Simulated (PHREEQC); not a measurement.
Dissolve 0.023 mol/kgw Cu(BF4)2, 7.1e-05 mol/kgw HBF4 and 0.0041 mol/kgw NaCl at 35 °C. Closed to the air; pH follows from the charge balance.

Model: ion-association model, phreeqc.dat, run in PHREEQC.

```yaml
pH: 2.77
ionic_strength: 0.0737 mol/kgw
total_alkalinity: -138 meq/kg
```

```
species    molality  activity   log γ
---------  --------  --------  ------
BF4-         0.0411    0.0327  -0.099
Cu+2         0.0223   0.00959  -0.367
HF          0.00673   0.00685   0.007
Na+         0.00410   0.00328  -0.097
Cl-         0.00394   0.00309  -0.105
F-          0.00286   0.00224  -0.107
BF3OH-      0.00268   0.00214  -0.099
H+          0.00203   0.00170  -0.078
H3BO3       0.00152   0.00154   0.007
BF2(OH)2-  0.000768  0.000611  -0.099
CuF+       0.000535  0.000426  -0.099
CuCl+      0.000163  0.000128  -0.104
HF2-        7.88e-5   6.27e-5  -0.099
NaF         4.14e-6   4.21e-6   0.007
```

This is a speciation only: nothing precipitates in the calculation. Complexes and solids missing from the database can't appear. Real BF4- forms and hydrolyses slowly; the run takes it at equilibrium.
